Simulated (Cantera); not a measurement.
Equilibrium for silicon oxide and oxynitride deposition: Si2H6 + O3

Input: 1 mol Si2H6, 0.33 mol O3, held at 100000 Pa.

Cantera equilibrium calculation (NASA polynomials, part measured and part estimated; ideal gas, pure solids and liquids). Candidate condensed phases: H2O, Si, SiO2; 18 gas species. The feed counts by its element totals alone. Each liquid is taken as pure. Mutual solubility and eutectic melting of coexisting phases are not modelled. The tables hold silica as quartz up to 1696 K and as liquid above; real silica turns to tridymite and cristobalite and melts near 1996 K. Gases not in the tables: Si2H6 and higher silanes. Equilibrium is a limit: real reactors are often held back by kinetics, nucleation or transport.

```tsv
T (K)	log p H2	log p SiO	log p H	log p H2O	log p SiH2	n Si(s)	n SiO2(β-quartz)	n Si(l)	n SiO2(condensed)
1573	0.00	-2.74	-4.39	-5.16	-5.44	1.50	0.492	0	0
1623	0.00	-2.39	-4.16	-4.95	-5.19	1.50	0.489	0	0
1673	0.00	-2.06	-3.95	-4.76	-4.96	1.49	0.482	0	0
1723	-0.01	-1.77	-3.74	-4.58	-4.78	0	0	1.48	0.469
1773	-0.01	-1.51	-3.55	-4.39	-4.62	0	0	1.46	0.447
1823	-0.02	-1.26	-3.38	-4.23	-4.48	0	0	1.42	0.408
1873	-0.04	-1.03	-3.21	-4.08	-4.35	0	0	1.35	0.340
1923	-0.07	-0.81	-3.06	-3.95	-4.25	0	0	1.23	0.218
```
log p: log10 of the partial pressure in bar; n: condensed amount in mol.

From 1573 K to 1673 K the condensed part is Si(s) + SiO2(β-quartz). From 1723 K to 1923 K the condensed part is Si(l) + SiO2(condensed). The main Si-bearing gas is SiO throughout. The share of Si in condensed phases is highest at 1573 K (99.7 %) and lowest at 1923 K (72.3 %).
